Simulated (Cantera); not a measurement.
Standard-state values (1 bar) from the NASA 1993 polynomials, evaluated with Cantera. Values are per mole of reaction as written; species without (g) are pure solids or liquids, kept so even where they would boil at 1 bar. TaC: taken at fixed stoichiometry.

4 TaC + 5 O2(g) ⇌ 4 C + 2 Ta2O5

```
T (K)  ΔH° (kJ)  ΔS° (J/K)  ΔG° (kJ)  log10 K               condensed phases
-----  --------  ---------  --------  -------  -----------------------------
300     -3515.6     -885.9   -3249.8   565.83  TaC(s), C(graphite), Ta2O5(s)
1673    -3429.7     -794.7   -2100.2    65.57  TaC(s), C(graphite), Ta2O5(s)
1773        [?]        [?]       [?]      [?]  TaC(s), C(graphite), Ta2O5(s)
1873    -3414.8     -786.2   -1942.1    54.16  TaC(s), C(graphite), Ta2O5(s)
1973    -3407.5     -782.5   -1863.7    49.34  TaC(s), C(graphite), Ta2O5(s)
2073    -3158.9     -661.6   -1787.4    45.04  TaC(s), C(graphite), Ta2O5(l)
2173    -3143.3     -654.3   -1721.6    41.38  TaC(s), C(graphite), Ta2O5(l)
2273        [?]        [?]       [?]      [?]  TaC(s), C(graphite), Ta2O5(l)
```

### Question
Some entries are withheld; supply them.

### Answer

- 1773, ΔH° (kJ): -3422.2
- 1773, ΔS° (J/K): -790.3
- 1773, ΔG° (kJ): -2021.0
- 1773, log10 K: 59.54
- 2273, ΔH° (kJ): -3128.1
- 2273, ΔS° (J/K): -647.4
- 2273, ΔG° (kJ): -1656.5
- 2273, log10 K: 38.07
